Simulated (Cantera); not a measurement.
Charge: 1 mol SiH2Cl2, 1.9 mol N2, 12 mol NH3, at 6.60 Pa.

Method: chemical equilibrium by Gibbs-energy minimisation in Cantera with the NASA 1993 tables (ideal gas, pure condensed phases). Candidate condensed phases: NH4Cl, Si, Si3N4; 28 gas species. The tables' values for SiCl3, SiCl are old estimates; treat these amounts as uncertain. Kinetics and transport are ignored.

Question: At 1150 °C, list the 6 most abundant gas species with their mole fractions, and the condensed phases.

Answer: H2 0.665, N2 0.270, HCl 0.0548, SiCl2 0.00900, H 0.000667, Cl 4.50e-5. Condensed: Si3N4(s).
